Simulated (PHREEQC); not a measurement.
A solution holds 0.0187 mol NH3 per kg of water, at 22 °C. Closed to the air; pH follows from the charge balance.

The numbers come from PHREEQC with the ion-association model, phreeqc.dat.

Precipitation was switched off in this run.

**Question.** Predict the pH.

**Answer.** pH 10.85.

**Question.** In which forms is N present?

**Answer.** NH3 97 %, NH4+ 3.1 % of the N.
